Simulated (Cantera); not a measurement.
**Halide evaporation, hydrolysis and transport: CaF₂ + O₂ + H₂**

Charge: 1 mol CaF₂, 1.5 mol O₂, 380 mol H₂.

Equilibrium computed with Cantera from the NASA thermochemical tables; the gas is ideal and each condensed phase is pure. Candidate condensed phases: Ca, CaF₂, CaO, Ca(OH)₂, H₂O; 29 gas species. Mutual solubility and eutectic melting of coexisting phases are not modelled. The numbers say what is thermodynamically allowed, not how fast it happens.

Stable condensed phases:

```
T in K \ P in Pa
           0.10   0.56    3.2     18    100    560   3200  18000 100000
   1375       A      A      A      A      A      A      B      B      B
   1300       A      A      A      A      A      B      B      B      B
   1225       A      A      A      A      B      B      B      B      B
   1150       A      A      A      B      B      B      B      B      B
   1075       A      A      B      B      B      B      B      B      B
   1000       B      B      B      B      B      B      B      B      B
    925       B      B      B      B      B      B      B      B      B
    850       B      B      B      B      B      B      B      B      C
    775       B      B      B      B      B      C      C      C      C
    700       B      B      B      C      C      C      C      C      C
```

A: CaO; B: CaF₂ + CaO; C: CaF₂.
